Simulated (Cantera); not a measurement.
An isothermal, constant-pressure homogeneous reactor starts with CO : O2 : H2O : N2 = 0.015 : 0.07 : 0.00014 : 1 (molar parts), equivalence ratio 0.11, at 1425 K and 8.59 atm.

Computed with Cantera and GRI-Mech 3.0 (53 species, 325 reactions).

x: mole fraction; the columns are a selection and need not sum to one.

```json
[
 {"t (s)": "3.00e-5", "x CO": "0.0138", "x O2": "0.0645", "x H2O": "0.000129", "x NO": "<1e-12", "x H": "2.23e-10", "x NO2": "<1e-12"},
 {"t (s)": "6.97e-5", "x CO": "0.0138", "x O2": "0.0645", "x H2O": "0.000129", "x NO": "<1e-12", "x H": "9.03e-10", "x NO2": "<1e-12"},
 {"t (s)": "0.000162", "x CO": "0.0138", "x O2": "0.0645", "x H2O": "0.000129", "x NO": "3.88e-12", "x H": "4.22e-9", "x NO2": "<1e-12"},
 {"t (s)": "0.000376", "x CO": "0.0138", "x O2": "0.0645", "x H2O": "0.000129", "x NO": "4.62e-11", "x H": "3.18e-8", "x NO2": "<1e-12"},
 {"t (s)": "0.000874", "x CO": "0.0134", "x O2": "0.0642", "x H2O": "0.000125", "x NO": "___", "x H": "___", "x NO2": "5.29e-10"},
 {"t (s)": "0.00203", "x CO": "0.0104", "x O2": "0.0628", "x H2O": "0.000123", "x NO": "5.02e-7", "x H": "7.28e-7", "x NO2": "3.46e-8"},
 {"t (s)": "0.00472", "x CO": "0.00583", "x O2": "0.0607", "x H2O": "0.000124", "x NO": "2.92e-6", "x H": "4.10e-7", "x NO2": "2.16e-7"},
 {"t (s)": "0.0110", "x CO": "0.00204", "x O2": "0.0589", "x H2O": "0.000126", "x NO": "7.21e-6", "x H": "1.26e-7", "x NO2": "5.85e-7"},
 {"t (s)": "0.0254", "x CO": "0.000413", "x O2": "0.0582", "x H2O": "0.000128", "x NO": "1.04e-5", "x H": "2.08e-8", "x NO2": "8.88e-7"},
 {"t (s)": "0.0591", "x CO": "4.56e-5", "x O2": "0.0580", "x H2O": "0.000129", "x NO": "1.17e-5", "x H": "1.96e-9", "x NO2": "7.23e-7"},
 {"t (s)": "0.137", "x CO": "___", "x O2": "0.0580", "x H2O": "0.000129", "x NO": "1.22e-5", "x H": "1.34e-10", "x NO2": "___"},
 {"t (s)": "0.319", "x CO": "1.42e-7", "x O2": "0.0580", "x H2O": "0.000130", "x NO": "1.24e-5", "x H": "2.89e-11", "x NO2": "1.38e-7"},
 {"t (s)": "0.741", "x CO": "2.97e-8", "x O2": "0.0580", "x H2O": "0.000130", "x NO": "1.24e-5", "x H": "2.56e-11", "x NO2": "1.30e-7"},
 {"t (s)": "1.72", "x CO": "2.95e-8", "x O2": "0.0580", "x H2O": "0.000130", "x NO": "1.24e-5", "x H": "2.56e-11", "x NO2": "1.30e-7"},
 {"t (s)": "4.00", "x CO": "2.95e-8", "x O2": "0.0580", "x H2O": "0.000130", "x NO": "1.24e-5", "x H": "2.56e-11", "x NO2": "1.31e-7"}
]
```

### Question
What belongs in the gaps?

### Answer

- 0.000874, x NO: 9.12e-9
- 0.000874, x H: 4.98e-7
- 0.137, x CO: 3.20e-6
- 0.137, x NO2: 2.81e-7
